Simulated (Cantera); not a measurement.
## TiO2 + C + H2 + CH4 (carbothermic reduction)

A closed system holds: 1 mol TiO2, 3.1 mol C, 2.7 mol H2, 0.55 mol CH4, at 1348.15 K and 4.00 bar.

These are equilibrium values from Cantera (NASA tables, ideal gas, pure condensed phases), not measurements of a reactor. Candidate condensed phases: C, C6H6, C7H8, C8H18, H2O, Ti, TiC, TiO, TiO2, Ti2O3, Ti3O5, Ti4O7; 113 gas species. Condensed phases not in the tables: Magnéli phases beyond Ti4O7. Kinetics and transport are ignored.

| Property | Result |
|---|---|
| x(H2) | 0.917 |
| x(CO) | 0.0616 |
| x(CH4) | 0.0196 |
| x(H2O) | 0.00132 |
| x(CO2) | 4.52e-5 |
| x(C2H4) | 6.28e-6 |
| x(H) | 1.11e-6 |
| x(C2H2 (acetylene)) | 1.11e-6 |
| n(C(graphite)) | 3.33 mol |
| n(Ti4O7(s)) | 0.250 mol |
| gas amount | 3.967 mol |
| log10 activity of Ti3O5(s) (absent) | -0.04 |
| log10 activity of Ti2O3(s) (absent) | -0.39 |
| log10 activity of Ti(β) (absent) | -8.19 |
